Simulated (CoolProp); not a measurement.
Values from CoolProp's reference Helmholtz-energy equation of state, Lemmon 2005. It is a short technical equation, of lower accuracy than the large ones.

Task: For trans-2-butene, give the phase and the cp (kJ/(kg K)), isothermal compressibility (1/MPa), expansivity (1/kK), fugacity coefficient at 396.2 K and 67 bar; 396.2 K and 268 bar.

Result: 
- 396.2 K and 67 bar: liquid; cp 2.92, isothermal compressibility 0.0118, expansivity 3.74, fugacity coefficient 0.302
- 396.2 K and 268 bar: liquid; cp 2.57, isothermal compressibility 0.00377, expansivity 1.82, fugacity coefficient 0.147
